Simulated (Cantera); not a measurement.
# Equilibrium for nitride etching: BN + H2O

A closed system holds: 1 mol BN, 0.26 mol H2O, equilibrated at 0.133 bar.

Equilibrium computed with Cantera from the NASA thermochemical tables; the gas is ideal and each condensed phase is pure. Candidate condensed phases: B, BN, B2O3, B3O3H3, H2O; 39 gas species. Mutual solubility and eutectic melting of coexisting phases are not modelled. Gases not in the tables: H3BO3. Equilibrium is a limit: real reactors are often held back by kinetics, nucleation or transport.

```
T (°C)   x H2   x N2     x HBO    x B2O3    x HBO2    x B2O2    x H2O  n BN(s)  n B2O3(l)
------  -----  -----  --------  --------  --------  --------  -------  -------  ---------
627     0.748  0.249  1.10e-10    <1e-12   3.39e-7    <1e-12  0.00241    0.827     0.0864
777     0.748  0.249   3.00e-8  2.45e-10   9.29e-6    <1e-12  0.00229    0.827     0.0864
927     0.748  0.249   1.95e-6   6.90e-8  0.000105  1.05e-10  0.00215    0.827     0.0864
1077    0.748  0.249   4.86e-5   5.27e-6  0.000672   3.71e-8  0.00200    0.827     0.0863
1227    0.746  0.249  0.000626  0.000163   0.00287   3.92e-6  0.00187    0.827     0.0857
1377    0.735  0.247   0.00496   0.00261   0.00914  0.000173  0.00172    0.828     0.0828
1527    0.680  0.237    0.0268    0.0257    0.0228   0.00401  0.00148    0.825     0.0671
```
x: gas mole fraction; n: condensed amount in mol.

From 627 °C to 1527 °C the condensed part is BN(s) + B2O3(l).
